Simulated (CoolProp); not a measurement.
Vapour-liquid equilibrium of R22 (1) + acetone (2) at 303.7 K; x and y are mole fractions of (1).

The numbers come from the multi-fluid Helmholtz-energy mixture model, Kamei 1995 and Lemmon 2006; pair parameters Bell 2016 in CoolProp.

```tsv
x	bubble pressure (kPa)	y at the bubble point	dew pressure at overall composition x (kPa)	liquid density (mol/L)
0.05	87.67	0.567	40.86	13.46
0.125	141.5	…	44.32	13.55
0.2	185.9	0.813	48.39	13.65
0.275	230.1	0.858	53.28	13.75
0.35	279.5	0.892	59.26	13.85
0.425	338.6	0.920	66.73	13.95
0.5	410.7	0.943	76.35	14.03
0.575	498.5	0.961	89.15	14.10
0.65	603.5	…	107.0	14.15
0.725	724.9	0.985	133.4	14.16
0.8	858.6	0.991	175.8	14.12
0.875	996.8	0.996	252.8	14.01
0.95	1129	…	442.0	13.77
```

Question: What belongs in the gaps?

Answer: 
- 0.125, y at the bubble point: 0.743
- 0.65, y at the bubble point: 0.975
- 0.95, y at the bubble point: 0.999

No azeotrope shows between x = 0.05 and 0.95.

The pair parameters rest on a limited set of measurements; away from them the model extrapolates.
